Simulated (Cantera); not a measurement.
Cantera run, input and output.

```python
import numpy as np
import cantera as ct

gas = ct.Solution("gri30.yaml")
gas.TPX = 1823, 100, {'CH4': 1, 'N2': 55}
inlet = ct.Reservoir(gas, clone=True)

reactor = ct.IdealGasConstPressureReactor(gas, energy="off", clone=False)
exhaust = ct.Reservoir(gas, clone=True)
tau = [0.46, 0.27, 0.16, 0.095, 0.056, 0.033, 0.02, 0.012, 0.0068, 0.004][0]
for a, b in ((inlet, reactor), (reactor, exhaust)):
    ct.MassFlowController(a, b, mdot=lambda t: reactor.mass / tau)
net = ct.ReactorNet([reactor])
show = ['CH4', 'C2H4', 'H2', 'HCN', 'C2H2']

rows = []
print(f"{'tau/s':>10s}{'T/K':>9s}" + "".join(f"{s:>11s}" for s in show))
for tau in [0.46, 0.27, 0.16, 0.095, 0.056, 0.033, 0.02, 0.012, 0.0068, 0.004]:
    net.initial_time = 0.0
    net.advance(30 * tau)
    before = gas.X
    net.advance(40 * tau)
    drift = np.max(np.abs(gas.X - before) / (gas.X + 1e-9))
    rows.append([gas.T, *gas[show].X, drift])
    print(f"{tau:10.3e}{gas.T:9.1f}" + "".join(f"{x:11.3e}" for x in gas[show].X))
```

Result:

```
     tau/s      T/K        CH4       C2H4         H2        HCN       C2H2
 4.600e-01   1823.0  1.499e-02  2.810e-04  3.295e-03  1.568e-07  8.041e-04
 2.700e-01   1823.0  1.659e-02  1.466e-04  1.222e-03  2.581e-08  2.264e-04
 1.600e-01   1823.0  1.732e-02  5.112e-05  4.024e-04  4.036e-09  4.468e-05
 9.500e-02   1823.0  1.761e-02  1.410e-05  1.518e-04  7.829e-10  7.160e-06
 5.600e-02   1823.0  1.772e-02  3.380e-06  7.028e-05  1.798e-10  1.001e-06
 3.300e-02   1823.0  1.778e-02  7.522e-07  3.720e-05  4.382e-11  1.305e-07
 2.000e-02   1823.0  1.781e-02  1.726e-07  2.132e-05  1.178e-11  1.810e-08
 1.200e-02   1823.0  1.783e-02  3.685e-08  1.215e-05  3.288e-12  2.314e-09
 6.800e-03   1823.0  1.784e-02  6.293e-09  6.372e-06  8.612e-13  2.234e-10
 4.000e-03   1823.0  1.785e-02  1.144e-09  3.359e-06  2.561e-13  2.384e-11
```

Model: GRI-Mech 3.0 (53 species, 325 reactions), integrated in Cantera. GRI-Mech 3.0 stops at C3 and has no aromatics, soot or wall deposition, so with more carbon than oxygen in the feed, carbon stays in small species such as C2H2 where larger ones or solid carbon would form. Radical loss at walls, strong at low pressure, is not modelled.
